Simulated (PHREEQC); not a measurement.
Solution (50 °C): 13 mmol/kgw HNO3 and 4.6 mmol/kgw KCl. Closed to the air; pH follows from the charge balance.

Model: ion-association model, phreeqc.dat, run in PHREEQC.

This is a speciation only: nothing precipitates in the calculation.

Problem. Estimate the pH, specific conductance.

Solution. pH 1.94; specific conductance 9130 µS/cm.

Constants without temperature data keep their 25 °C values here.
